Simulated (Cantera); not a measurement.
A perfectly stirred reactor is fed with N2O : N2 = 0.35 : 0.35 (molar parts), at 13300 Pa; it is held at 1175 K, and followed from long to short residence time.

Cantera simulation using GRI-Mech 3.0 (53 species, 325 reactions); the numbers are that mechanism's predictions, not measurements. GRI-Mech 3.0 was tuned for natural gas; its chemistry of N2O as a main component is partial and can be far from experiment. The mechanism lacks the step 2 NO + O2 → 2 NO2, which can matter for NO2 below about 1400 K. The temperature is held fixed by assumption; the heat of reaction is taken as removed at once.

Question: Predict: x(N2O) at τ = 1.00 s; x(O) at τ = 1.00 s; x(O2) at τ = 1.00 s; x(NO2) at τ = 1.00 s; x(NO) at τ = 1.00 s; x(N2O) at τ = 84.0 ms; x(O) at τ = 84.0 ms; x(O2) at τ = 84.0 ms; x(NO2) at τ = 84.0 ms; x(NO) at τ = 84.0 ms.

Answer: x(N2O) at τ = 1.00 s: 0.470
x(O) at τ = 1.00 s: 1.22e-6
x(O2) at τ = 1.00 s: 0.0107
x(NO2) at τ = 1.00 s: 3.08e-6
x(NO) at τ = 1.00 s: 0.00224
x(N2O) at τ = 84.0 ms: 0.497
x(O) at τ = 84.0 ms: 1.22e-6
x(O2) at τ = 84.0 ms: 0.000950
x(NO2) at τ = 84.0 ms: 1.18e-7
x(NO) at τ = 84.0 ms: 0.000199
